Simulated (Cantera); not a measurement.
A perfectly stirred reactor is fed with C₂H₆ : H₂ = 1 : 1.7 (molar parts), at 100.0 Torr; it is held at 1523 K, and followed from long to short residence time.

Computed with Cantera and GRI-Mech 3.0 (53 species, 325 reactions). GRI-Mech 3.0 stops at C3 and has no aromatics, soot or wall deposition, so with more carbon than oxygen in the feed, carbon stays in small species such as C2H2 where larger ones or solid carbon would form.

Question: What does this change do: temperature 1523 to 1650 K?

Answer: 
```tsv
quantity	before	after
x(C₂H₆) at τ = 0.860 s	0.000226	5.80e-5
x(H₂) at τ = 0.860 s	0.729	0.751
x(CH₄) at τ = 0.860 s	0.0799	0.0489
x(C₂H) at τ = 0.860 s	6.00e-8	3.32e-7
x(C₂H₂) at τ = 0.860 s	0.185	0.197
x(C₂H₆) at τ = 79.0 ms	0.00146	0.000455
x(H₂) at τ = 79.0 ms	0.706	0.722
x(CH₄) at τ = 79.0 ms	0.107	0.0878
x(C₂H) at τ = 79.0 ms	1.01e-7	4.81e-7
x(C₂H₂) at τ = 79.0 ms	0.169	0.183
```
